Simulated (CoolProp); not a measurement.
The numbers come from the reference Helmholtz-energy equation of state, Lemmon 2006 in CoolProp. It is a short technical equation, of lower accuracy than the large ones.

Question: Give the vapour pressure (bar), liquid density (kg/m³), enthalpy of vaporisation (kJ/kg) of saturated C3F8 (R218) at 252.5, 307.3, 314.1 K.

Answer: 
```tsv
T (K)	p (bar)	liquid density (kg/m³)	enthalpy of vaporisation (kJ/kg)
252.5	1.99	1550	98.9
307.3	11.0	1270	69.7
314.1	13.0	1220	64.4
```
